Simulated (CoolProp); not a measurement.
Properties of C3F8 (R218) along the isotherm 166.85 °C.

Computed with CoolProp (reference Helmholtz-energy equation of state, Lemmon 2006). It is a short technical equation, of lower accuracy than the large ones.

| p (MPa) | phase | Joule-Thomson coefficient (K/MPa) | expansivity (1/kK) | viscosity (µPa s) | fugacity coefficient |
|---|---|---|---|---|---|
| 0.0632 | gas | 4.023 | 2.302 | 18.1 | 0.9968 |
| 0.112 | gas | 4.037 | 2.324 | 18.1 | 0.9944 |
| 0.2 | gas | 4.061 | 2.366 | 18.1 | 0.9899 |
| 0.356 | gas | 4.105 | 2.443 | ___ | 0.9821 |
| 0.632 | gas | 4.182 | 2.587 | 18.3 | 0.9684 |
| 1.12 | gas | ___ | 2.870 | 18.7 | 0.9444 |
| 2 | gas | 4.549 | 3.486 | 19.5 | 0.9021 |
| 3.56 | supercritical | 4.751 | ___ | 22.2 | 0.8305 |
| 6.32 | supercritical | 3.808 | 7.142 | 31.6 | 0.7217 |
| 11.2 | supercritical | 1.393 | 5.376 | 54.6 | 0.6068 |
| 20 | supercritical | 0.2585 | 2.987 | 89.0 | 0.5549 |

Fill in the missing entries.


- 0.356, viscosity (µPa s): 18.2
- 1.12, Joule-Thomson coefficient (K/MPa): 4.319
- 3.56, expansivity (1/kK): 4.916

Viscosity comes from a separate model (Huber 2003), an estimate that may be off by 10 % or more.
